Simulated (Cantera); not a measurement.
An adiabatic, constant-volume homogeneous reactor starts with CH4 : O2 : N2 = 1 : 5.13 : 13.3 (molar parts), equivalence ratio 0.39, at 1498 K and 0.987 atm. Integrator tolerance rtol = 1e-08.

Detailed kinetics in Cantera: GRI-Mech 3.0 (53 species, 325 reactions).

Problem. What does this change do: pressure from 0.987 atm to 0.237 atm?

Solution. 
| quantity | before | after |
|---|---|---|
| time of steepest temperature rise | 0.670 ms | 2.31 ms |
| temperature at 0.300 s | 2586 K | 2520 K |
| equilibrium temperature | 2586 K | 2520 K |
| x(CH4) at 0.300 s | <1e-12 (gas-phase equilibrium <1e-12) | <1e-12 (gas-phase equilibrium <1e-12) |
| x(O2) at 0.300 s | 0.146 (gas-phase equilibrium 0.146) | 0.146 (gas-phase equilibrium 0.146) |
| x(CH2O) at 0.300 s | 5.97e-12 (gas-phase equilibrium 5.97e-12) | 2.89e-12 (gas-phase equilibrium 2.89e-12) |
| x(CH2) at 0.300 s | <1e-12 (gas-phase equilibrium <1e-12) | <1e-12 (gas-phase equilibrium <1e-12) |
| x(H) at 0.300 s | 0.00112 (gas-phase equilibrium 0.00112) | 0.00212 (gas-phase equilibrium 0.00212) |
